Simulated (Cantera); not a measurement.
An adiabatic, constant-volume homogeneous reactor starts with 11.3 % CH4, 0.416 % C2H6, 17.1 % O2, 64.4 % N2, 6.86 % H2O, equivalence ratio 1.4, at 1225 K and 670000 Pa.

Computed with Cantera and GRI-Mech 3.0 (53 species, 325 reactions).

One state of this run: T (K) = 2853; P (bar) = 16.8; x CH4 = 1.65e-11; x C2H6 = <1e-12; x O2 = 0.000613; x HCN = 1.24e-7; x NO = 0.00186; x H2O2 = 3.06e-7. x: mole fraction; the columns are a selection and need not sum to one.

Problem. Which value of t (s) does it belong to?
(A) 1.00e-6
(B) 0.000100
(C) 0.0631
(D) 0.000251

Solution. C, 0.0631
